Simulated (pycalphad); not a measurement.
Source of the numbers: pycalphad with the COST 507 light-alloy database (1999); pressure 1 atm. The database dates from 1999; later assessments differ in places, in temperatures and in the compounds included. Kinetics are ignored, which matters at the lower temperatures.

Molar enthalpy of Ti-4.96C (at.%) in equilibrium (SER reference):

```tsv
T (K)	H (kJ/mol)	phases
2850	105.03	LIQUID
2730	99.60	LIQUID
2610	94.16	LIQUID
2490	88.73	LIQUID
2370	83.29	LIQUID
2250	77.86	LIQUID
2170	74.24	LIQUID
2130	72.43	LIQUID
2010	65.06	LIQUID + FCC_A1
1890	43.24	BCC_A2 + FCC_A1
1850	41.67	BCC_A2 + FCC_A1
1770	38.62	BCC_A2 + FCC_A1
1650	34.21	BCC_A2 + FCC_A1
1530	29.99	BCC_A2 + FCC_A1
1410	25.94	BCC_A2 + FCC_A1
1290	22.06	BCC_A2 + FCC_A1
1170	15.08	HCP_A3 + FCC_A1
1050	10.91	HCP_A3 + FCC_A1
930	6.91	HCP_A3 + FCC_A1
810	3.07	HCP_A3 + FCC_A1
690	-0.59	HCP_A3 + FCC_A1
570	-4.09	HCP_A3 + FCC_A1
```

Cooling from 2130 K to 1890 K, across the freezing range, releases 29.2 kJ/mol, or 633 J/g. The slope is 45 J/(mol K) in the liquid and 39 J/(mol K) just below the solidus, where it includes any heat of precipitation. Liquidus 2092 K, solidus 1925 K. Changes were sought between steps of 40 K, so a narrower field can be missed.

FCC_A1 is fcc; BCC_A2 is bcc; HCP_A3 is hcp. The fcc model also describes the rock-salt carbide or nitride (TiC, TiN, HfC).
